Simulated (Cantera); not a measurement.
A perfectly stirred reactor is fed with CH4 : H2O = 1 : 0.79 (molar parts), at 0.227 atm; it is held at 2048 K, and followed from long to short residence time.

Cantera simulation using GRI-Mech 3.0 (53 species, 325 reactions); the numbers are that mechanism's predictions, not measurements.

Q: What does this change do: CH4 1 to 0.57 parts?

A: 
```csv
quantity,before,after
x(CH4) at τ = 1.10 s,0.00377,0.00239
x(H2O) at τ = 1.10 s,0.0132,0.0899
x(H2O2) at τ = 1.10 s,<1e-12,9.53e-12
x(C2H6) at τ = 1.10 s,2.18e-7,8.95e-8
x(H) at τ = 1.10 s,0.00389,0.00365
x(CH4) at τ = 19.0 ms,0.0270,0.0219
x(H2O) at τ = 19.0 ms,0.147,0.230
x(H2O2) at τ = 19.0 ms,2.11e-11,5.80e-11
x(C2H6) at τ = 19.0 ms,1.01e-5,7.28e-6
x(H) at τ = 19.0 ms,0.00304,0.00292
```

Q: What does this change do: CH4 1 to 2.5 parts?

A: 
| quantity | before | after |
|---|---|---|
| x(CH4) at τ = 1.10 s | 0.00377 | 0.00407 |
| x(H2O) at τ = 1.10 s | 0.0132 | 0.00253 |
| x(H2O2) at τ = 1.10 s | <1e-12 | <1e-12 |
| x(C2H6) at τ = 1.10 s | 2.18e-7 | 2.55e-7 |
| x(H) at τ = 1.10 s | 0.00389 | 0.00394 |
| x(CH4) at τ = 19.0 ms | 0.0270 | 0.0332 |
| x(H2O) at τ = 19.0 ms | 0.147 | 0.0662 |
| x(H2O2) at τ = 19.0 ms | 2.11e-11 | 3.74e-12 |
| x(C2H6) at τ = 19.0 ms | 1.01e-5 | 1.39e-5 |
| x(H) at τ = 19.0 ms | 0.00304 | 0.00311 |
GRI-Mech 3.0 stops at C3 and has no aromatics, soot or wall deposition, so with more carbon than oxygen in the feed, carbon stays in small species such as C2H2 where larger ones or solid carbon would form.
